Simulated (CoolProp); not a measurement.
The fluid at 298.15 K and 0.00644 MPa expands adiabatically to 0.000558 MPa with isentropic efficiency 0.7. The same conditions are run with several fluids, on thermodynamics alone (safety and materials aside).

Computed with CoolProp (reference Helmholtz-energy equation of state of each fluid (ethanol: Schroeder 2014; R245ca: Zhou 2016; methanol: de Reuck 1993)).

### Question
Rank ethanol, R245ca, methanol by work (kJ/kg), highest first.

### Answer
methanol (113), ethanol (82.4), R245ca (29.0)

```csv
fluid,final temperature (K),final phase,final density (kg/m³)
ethanol,259.0,"two-phase, vapour fraction 0.968",0.0123
R245ca,264.0,gas,0.0341
methanol,245.2,"two-phase, vapour fraction 0.967",0.00912
```
